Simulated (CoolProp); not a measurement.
Chlorine at 298.15 K and 1.21 MPa is throttled through a valve to 0.565 MPa with no heat exchange. Each further row changes one setting.

Computed with CoolProp (reference Helmholtz-energy equation of state, Thol 2021).

```json
[
 {"case": "as stated", "temperature change (K)": "…", "final phase": "…", "final density (kg/m³)": "…"},
 {"case": "outlet pressure 0.169 MPa", "temperature change (K)": "…", "final phase": "…", "final density (kg/m³)": "…"},
 {"case": "outlet pressure 0.734 MPa", "temperature change (K)": "…", "final phase": "two-phase, vapour fraction 0.008", "final density (kg/m³)": "…"}
]
```

Problem. Complete the blanks.

Solution. 
- as stated, temperature change (K): -11.2
- as stated, final phase: two-phase, vapour fraction 0.044
- as stated, final density (kg/m³): 328
- outlet pressure 0.169 MPa, temperature change (K): -46.7
- outlet pressure 0.169 MPa, final phase: two-phase, vapour fraction 0.162
- outlet pressure 0.169 MPa, final density (kg/m³): 36.1
- outlet pressure 0.734 MPa, temperature change (K): -2.0
- outlet pressure 0.734 MPa, final density (kg/m³): 936
